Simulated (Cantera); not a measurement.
Charge: 1 mol C₂H₄, 0.027 mol O₂, 87 mol H₂, equilibrated at 13.3 mbar.

Cantera equilibrium calculation (NASA polynomials, part measured and part estimated; ideal gas, pure solids and liquids). Candidate condensed phases: C, C₆H₆, C₇H₈, C₈H₁₈, H₂O; 110 gas species. The numbers say what is thermodynamically allowed, not how fast it happens.

**Question.** Which condensed phases are stable at each of these points (T (K)): 648, 798, 948, 1098, 1248, 1398, 1548, 1698, 1848, 1998, 2148, 2298, 2448, 2598?

**Answer.** 
```csv
T (K),condensed phases,C condensed (%)
648,gas only,0.0
798,C(graphite),19.9
948,C(graphite),87.2
1098,C(graphite),95.1
1248,C(graphite),96.6
1398,C(graphite),97.0
1548,C(graphite),97.0
1698,C(graphite),96.6
1848,C(graphite),95.0
1998,C(graphite),90.6
2148,C(graphite),80.5
2298,C(graphite),60.6
2448,C(graphite),25.8
2598,gas only,0.0
```

At 648 K nothing is condensed. From 798 K to 2448 K the condensed part is C(graphite). At 2598 K nothing is condensed.
